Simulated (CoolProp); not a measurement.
Values from CoolProp's reference Helmholtz-energy equation of state, Schroeder 2014.

Task: For ethanol, give the phase and the density (kg/m³), cv (kJ/(kg K)), speed of sound (m/s), viscosity (µPa s) at 320.55 °C and 1.57 MPa; 320.55 °C and 2.15 MPa; 320.55 °C and 2.35 MPa.

Result: 
- 320.55 °C and 1.57 MPa: gas; density 15.2, cv 2.23, speed of sound 331, viscosity 17.6
- 320.55 °C and 2.15 MPa: gas; density 21.2, cv 2.26, speed of sound 327, viscosity 17.8
- 320.55 °C and 2.35 MPa: gas; density 23.3, cv 2.27, speed of sound 326, viscosity 17.8

Viscosity comes from a separate model (Kiselev 2005).
